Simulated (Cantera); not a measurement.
An isothermal plug-flow reactor at 1275 K and 0.230 bar (inlet), inlet velocity 2.5 m/s, active area per volume 440 1/m; feed CH4 : O2 : N2 : H2O = 0.0022 : 0.011 : 0.79 : 0.07 (molar parts), equivalence ratio 0.40.

Model: Deutschmann's 1995 Pt surface mechanism with GRI-Mech 3.0 gas chemistry, integrated in Cantera. Catalytic surfaces can have several steady states; this one follows from the mechanism file's or the stated starting coverage. Mass transfer to the wall is taken as infinitely fast.

What does this change do: area per volume 440 to 170 1/m?


```tsv
quantity	before	after
x(CH4) at z = 0.015 m	2.11e-5	0.000354
x(O2) at z = 0.015 m	0.00769	0.00850
x(H2O) at z = 0.015 m	0.0851	0.0843
x(CO2) at z = 0.015 m	0.00244	0.00202
x(CO) at z = 0.015 m	1.35e-7	1.86e-6
θ(free Pt) at the exit	0.774	0.770
θ(O*) at the exit	0.224	0.229
θ(OH*) at the exit	0.00122	0.00122
```
